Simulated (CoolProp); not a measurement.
The fluid at 298.15 K and 4.42 MPa flows at 0.22 m/s in a round tube of 20 mm bore and 0.25 µm roughness, fully developed (64/Re and Nu = 3.66 if laminar; Colebrook and Gnielinski if turbulent). The same conditions are run with several fluids, on thermodynamics alone (safety and materials aside).

Computed with CoolProp (reference Helmholtz-energy equation of state of each fluid (R123: Younglove 1994; m-xylene: Zhou 2012; R236FA: Pan 2012; R404A: Lemmon 2003; n-nonane: Lemmon 2006)). Blends and air are pseudo-pure fits.

```tsv
fluid	Reynolds number	Darcy friction factor	pressure drop (Pa/m)	heat-transfer coefficient (W/(m² K))	mass flow (kg/h)
R123	14700	0.0280	50.0	404	367
m-xylene	6300	0.0350	36.6	344	215
R236FA	19700	0.0260	43.4	[?]	343
R404A	34100	0.0228	29.7	[?]	[?]
n-nonane	[?]	[?]	33.3	280	179
```

Question: Complete the blanks.

Answer: 
- R236FA, heat-transfer coefficient (W/(m² K)): 477
- R404A, heat-transfer coefficient (W/(m² K)): 567
- R404A, mass flow (kg/h): 268
- n-nonane, Reynolds number: 4610
- n-nonane, Darcy friction factor: 0.0383

Transport values come from each fluid's own correlations; those of R236FA are estimates that may be off by 10 % or more.
